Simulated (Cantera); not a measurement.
Charge: 1 mol CH3F, 0.24 mol F2, 1.2 mol H2, equilibrated at 9.60 Pa.

These are equilibrium values from Cantera (NASA tables, ideal gas, pure condensed phases), not measurements of a reactor. Candidate condensed phases: C, C6H6, C7H8, C8H18; 95 gas species. Equilibrium is a limit: real reactors are often held back by kinetics, nucleation or transport.

Q: Which condensed phases are stable at each of these points (T (°C)): 550, 750, 950, 1150, 1350, 1550, 1750, 1950, 2150, 2350, 2550, 2750, 2950?

A: 
```
T (°C)  condensed phases  C condensed (%)
------  ----------------  ---------------
550          C(graphite)            100.0
750          C(graphite)            100.0
950          C(graphite)            100.0
1150         C(graphite)            100.0
1350         C(graphite)            100.0
1550         C(graphite)             99.9
1750         C(graphite)             99.7
1950         C(graphite)             99.2
2150         C(graphite)             96.2
2350         C(graphite)             35.0
2550            gas only              0.0
2750            gas only              0.0
2950            gas only              0.0
```

From 550 °C to 2350 °C the condensed part is C(graphite). From 2550 °C to 2950 °C nothing is condensed.
